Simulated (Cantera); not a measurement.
**Transport properties of process gases**

Gas mixture: N₂O = 0.24 (molar parts), at 100.0 Torr, frozen composition.

Cantera's kinetic-theory transport with the Lennard-Jones parameters of GRI-Mech 3.0, ideal gas; thermal conductivity in the mixture-averaged form. The composition is frozen, though it would react at the higher temperatures.

| T (K) | ρ (kg/m³) | cp (J/kg/K) | μ (µPa s) | λ (mW/m/K) | Pr | D (cm²/s) N₂ | D (cm²/s) C₂H₂ | D (cm²/s) O |
|---|---|---|---|---|---|---|---|---|
| 400 | 0.176 | 970.3 | 19.5 | 25.5 | 0.741 | 2.00 | 1.60 | 3.19 |
| 650 | 0.109 | 1127 | 29.1 | 44.4 | 0.739 | 4.69 | 3.86 | 7.42 |
| 900 | 0.0784 | 1227 | 37.1 | 61.5 | 0.740 | 8.17 | 6.82 | 12.9 |
| 1150 | 0.0614 | 1285 | 44.1 | 77.1 | 0.736 | 12.3 | 10.4 | 19.5 |
| 1400 | 0.0504 | 1327 | 50.5 | 91.4 | 0.733 | 17.2 | 14.5 | 27.0 |
| 1650 | 0.0428 | 1359 | 56.4 | 105 | 0.732 | 22.6 | 19.1 | 35.5 |
D: mixture-averaged diffusion coefficient of that species in the mixture.
